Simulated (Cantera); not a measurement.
Mixture: 4.52 % CH4, 20.1 % O2, 75.4 % N2, equivalence ratio 0.45, at 1.30 bar, adiabatic and at constant pressure. Ignition delay is the time to a rise of 400 K.

Computed with Cantera and GRI-Mech 3.0 (53 species, 325 reactions).

Q: Predict: delay at 1300 K; delay at 1375 K; delay at 1450 K; delay at 1525 K; delay at 1600 K; delay at 1675 K; apparent activation energy between 1525 and 1675 K.

A: 
| Item | Value |
|---|---|
| delay at 1300 K | 6.37 ms |
| delay at 1375 K | 2.61 ms |
| delay at 1450 K | 1.18 ms |
| delay at 1525 K | 0.588 ms |
| delay at 1600 K | 0.319 ms |
| delay at 1675 K | 0.187 ms |
| apparent activation energy between 1525 and 1675 K | 160 kJ/mol |
